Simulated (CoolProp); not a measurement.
Properties of toluene along the isobar 1.87 MPa (Tc = 591.7 K, pc = 4.126 MPa, ω = 0.266).

Values from CoolProp's reference Helmholtz-energy equation of state, Lemmon 2006. It is a short technical equation, of lower accuracy than the large ones.

| T (K) | phase | Joule-Thomson coefficient (K/MPa) | Prandtl number |
|---|---|---|---|
| 500.9 | liquid | 0.1429 | 3.51 |
| 517.9 | liquid | 0.3423 | ___ |
| 534.9 | gas | ___ | ___ |
| 551.9 | gas | 14.42 | 0.829 |
| 569 | gas | ___ | ___ |
| 586 | gas | 10.36 | 0.787 |
| 603 | gas | 9.070 | ___ |
| 620 | gas | 8.044 | 0.764 |

Question: Some entries are withheld; supply them.

Answer: 
- 517.9, Prandtl number: 3.36
- 534.9, Joule-Thomson coefficient (K/MPa): 18.05
- 534.9, Prandtl number: 0.871
- 569, Joule-Thomson coefficient (K/MPa): 12.05
- 569, Prandtl number: 0.804
- 603, Prandtl number: 0.774

Viscosity comes from a separate model (Avgeri 2015). Thermal conductivity comes from a separate model (Assael 2012).
